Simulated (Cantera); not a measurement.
# Hydrogen reduction and annealing atmospheres: Ta2O5 + H2

Input: 1 mol Ta2O5, 220 mol H2, equilibrated at 39000 Pa.

Equilibrium computed with Cantera from the NASA thermochemical tables; the gas is ideal and each condensed phase is pure. Candidate condensed phases: H2O, Ta, Ta2O5; 12 gas species. Mutual solubility and eutectic melting of coexisting phases are not modelled. Condensed phases not in the tables: N, O or C dissolved in the metal. The numbers say what is thermodynamically allowed, not how fast it happens.

From 1175 K to 1975 K the condensed part is Ta(s) + Ta2O5(s).

```csv
T (K),x H2,x H,x H2O,x TaO2,x OH,x TaO,n Ta(s),n Ta2O5(s)
1175,1.000,1.96e-7,3.17e-6,<1e-12,<1e-12,<1e-12,0.000279,1.000
1275,1.000,1.18e-6,1.09e-5,<1e-12,<1e-12,<1e-12,0.000961,1.000
1375,1.000,5.49e-6,3.12e-5,<1e-12,3.08e-12,<1e-12,0.00274,0.999
1475,1.000,2.08e-5,7.65e-5,9.58e-12,4.17e-11,2.09e-12,0.00674,0.997
1575,1.000,6.65e-5,0.000167,2.04e-10,4.03e-10,4.27e-11,0.0147,0.993
1675,0.999,0.000186,0.000329,2.99e-9,2.96e-9,6.06e-10,0.0290,0.986
1775,0.999,0.000463,0.000599,3.20e-8,1.73e-8,6.32e-9,0.0527,0.974
1875,0.998,0.00105,0.00102,2.63e-7,8.34e-8,5.11e-8,0.0896,0.955
1975,0.996,0.00219,0.00163,1.74e-6,3.42e-7,3.33e-7,0.144,0.928
```
x: gas mole fraction; n: condensed amount in mol.
